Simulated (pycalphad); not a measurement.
Computed with pycalphad from the COST 507 light-alloy database (1999), at 1 atm. These are 1990s assessments: newer ones move some temperatures and phases.

Molar enthalpy of Al-0.86Fe-8.21Si (at.%) in equilibrium (SER reference):

```tsv
T (K)	H (kJ/mol)	phases
1850	58.94	LIQUID
1770	56.42	LIQUID
1690	53.91	LIQUID
1610	51.39	LIQUID
1530	48.87	LIQUID
1450	46.35	LIQUID
1370	43.84	LIQUID
1290	41.32	LIQUID
1210	38.81	LIQUID
1130	36.30	LIQUID
1050	33.80	LIQUID
970	31.29	LIQUID
930	30.04	LIQUID
890	28.51	LIQUID + ALFESI_BETA
810	13.36	FCC_A1 + DIAMOND_A4 + ALFESI_BETA
770	12.02	FCC_A1 + DIAMOND_A4 + ALFESI_BETA
730	10.73	FCC_A1 + DIAMOND_A4 + ALFESI_BETA
650	8.29	FCC_A1 + DIAMOND_A4 + ALFESI_BETA
570	6.01	FCC_A1 + DIAMOND_A4 + ALFESI_BETA
```

Cooling from 930 K to 810 K, across the freezing range, releases 16.7 kJ/mol, or 610 J/g. The slope is 31 J/(mol K) in the liquid and 34 J/(mol K) just below the solidus, where it includes any heat of precipitation. Liquidus 906 K, solidus 849 K. Changes were sought between steps of 40 K, so a narrower field can be missed.

Database names, with the compositions (at.%) that they take in these runs: ALFESI_BETA: Al 70 Fe 15 Si 15. FCC_A1 is fcc; DIAMOND_A4 is diamond (Si).
